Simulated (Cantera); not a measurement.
**Premixed flame**

A freely propagating, adiabatic, planar premixed flame of 13.3 % CH4, 17.7 % O2, 66.5 % N2, 2.52 % CO2, unburnt at 625 K and 5.00 bar; mixture-averaged transport, grid criteria slope 0.08 and curve 0.16, no radiation.

Model: GRI-Mech 3.0 (53 species, 325 reactions), integrated in Cantera. Burning velocities carry a grid error of a few per cent, more on coarse grids.

```tsv
z (mm)	T (K)	u (m/s)	x CH4	x O2	x CO2	x H2O	x HCO	x NO2
-0.758	627	0.262	0.132	0.176	0.0251	0.000415	<1e-8	<1e-8
-0.505	637	0.268	0.130	0.174	0.0250	0.00241	<1e-8	<1e-8
-0.379	667	0.282	0.127	0.171	0.0249	0.00751	<1e-8	3.45e-8
-0.253	792	0.339	0.115	0.158	0.0253	0.0261	<1e-8	1.56e-7
-0.126	1207	0.528	0.0782	0.114	0.0291	0.0815	1.09e-7	2.36e-7
-0.0631	1554	0.688	0.0465	0.0711	0.0344	0.126	1.81e-6	6.44e-8
0	1868	0.837	0.0184	0.0291	0.0413	0.165	3.74e-6	<1e-8
0.0631	2019	0.909	0.00705	0.00890	0.0461	0.181	1.82e-6	<1e-8
0.126	2069	0.932	0.00398	0.00288	0.0485	0.185	7.05e-7	<1e-8
0.253	2091	0.943	0.00239	0.000479	0.0503	0.185	2.02e-7	<1e-8
0.505	2093	0.945	0.00148	3.04e-5	0.0509	0.182	9.07e-8	<1e-8
1.01	2089	0.945	0.000821	6.09e-7	0.0506	0.180	6.51e-8	<1e-8
2.02	2085	0.946	0.000334	3.53e-7	0.0498	0.178	5.23e-8	<1e-8
```
x: mole fraction of selected species; z is measured from the peak of heat release.

```
Property                     Result
------------------------  ---------
laminar burning velocity  26.0 cm/s
thermal thickness          0.253 mm
peak x(HCO)                 3.83e-6
grid points                     129
```
